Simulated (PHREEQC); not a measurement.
Make-up at 25 °C: 11.2 mmol/kgw NH3, 0.066 mmol/kgw K2SiO3 and 24 mmol/kgw K2CO3. Closed to the air; pH follows from the charge balance.

Computed with PHREEQC (ion-association model, phreeqc.dat).

### Question
The ionic strength comes out as 0.0706 mol/kgw. What activity coefficients do HCO3-, OH-, CO3-2, NH4+, K+ get?

### Answer
HCO3- 0.81, OH- 0.79, CO3-2 0.43, NH4+ 0.77, K+ 0.79.

Precipitation was switched off in this run. Complexes and solids missing from the database can't appear. Carbamate, which ammonia and carbonate form, is missing from the database.
